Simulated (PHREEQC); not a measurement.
Dissolve 0.0014 mol/kgw Mg(NO3)2 and 0.072 mol/kgw Mn(NO3)2 at 10 °C. Closed to the air; pH follows from the charge balance.

Computed with PHREEQC (ion-association model, phreeqc.dat).

This is a speciation only: nothing precipitates in the calculation.

### Question
What pH does the model give?

### Answer
pH 6.37.

### Question
In which forms is Mn present?

### Answer
Mn+2 99 %, Mn(NO3)2 1.3 % of the Mn.

Species that the database lacks are ignored. Constants without temperature data keep their 25 °C values here.
